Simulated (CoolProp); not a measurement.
Saturation properties of nitrous oxide.

The numbers come from the reference Helmholtz-energy equation of state, Lemmon 2006 in CoolProp. It is a short technical equation, of lower accuracy than the large ones.

```tsv
T (K)	p (MPa)	enthalpy of vaporisation (kJ/kg)	liquid cp (kJ/(kg K))	vapour Z
202.7	[?]	353.1	1.742	0.9478
207	0.3267	[?]	1.751	0.9398
211.4	0.3982	[?]	1.762	0.9308
215.8	0.4810	[?]	1.775	0.9211
220.1	[?]	330.3	1.789	0.9109
224.5	0.6822	[?]	1.805	0.8995
228.9	0.8051	[?]	1.824	0.8874
233.2	0.9404	310.9	1.844	[?]
237.6	1.096	303.9	1.868	0.8608
```

Fill in the missing entries.


- 202.7, p (MPa): 0.2668
- 207, enthalpy of vaporisation (kJ/kg): 347.7
- 211.4, enthalpy of vaporisation (kJ/kg): 342.0
- 215.8, enthalpy of vaporisation (kJ/kg): 336.2
- 220.1, p (MPa): 0.5739
- 224.5, enthalpy of vaporisation (kJ/kg): 324.0
- 228.9, enthalpy of vaporisation (kJ/kg): 317.5
- 233.2, vapour Z: 0.8747

It boils at 184.7 K under 1 atm.
